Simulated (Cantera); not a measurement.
An adiabatic, constant-pressure homogeneous reactor starts with 7.23 % CH4, 0.477 % H2, 19.3 % O2, 73.0 % N2, equivalence ratio 0.76, at 1350 K and 5.40 bar.

Detailed kinetics in Cantera: GRI-Mech 3.0 (53 species, 325 reactions).

x: mole fraction; the columns are a selection and need not sum to one.

```tsv
t (s)	T (K)	x CH4	x H2	x O2	x HO2	x C2H4	x HCN
6.00e-6	1350	0.0723	0.00477	0.193	2.81e-7	2.64e-12	<1e-12
1.83e-5	1350	0.0723	0.00477	0.193	8.28e-7	1.23e-10	<1e-12
5.61e-5	1350	0.0723	0.00477	0.193	2.32e-6	(withheld)	<1e-12
0.000171	1351	0.0721	0.00475	0.193	5.69e-6	(withheld)	<1e-12
0.000524	1363	0.0699	0.00480	0.191	2.40e-5	(withheld)	<1e-12
0.00160	2655	<1e-12	0.00338	0.0456	1.19e-5	<1e-12	8.29e-11
0.00490	2645	<1e-12	0.00336	0.0424	1.10e-5	<1e-12	1.28e-10
0.0150	2644	<1e-12	0.00336	0.0421	1.09e-5	<1e-12	1.31e-10
0.0458	2644	<1e-12	0.00336	0.0421	1.09e-5	<1e-12	1.31e-10
0.140	2644	<1e-12	0.00336	0.0421	1.09e-5	<1e-12	1.31e-10
0.428	2644	<1e-12	0.00336	0.0421	1.09e-5	<1e-12	1.31e-10
1.31	2644	<1e-12	0.00336	0.0421	1.09e-5	<1e-12	1.31e-10
4.00	2644	<1e-12	0.00336	0.0421	1.09e-5	<1e-12	1.31e-10
```

Task: What belongs in the gaps?

Result: 
- 5.61e-5, x C2H4: 1.08e-8
- 0.000171, x C2H4: 1.85e-6
- 0.000524, x C2H4: 7.52e-5
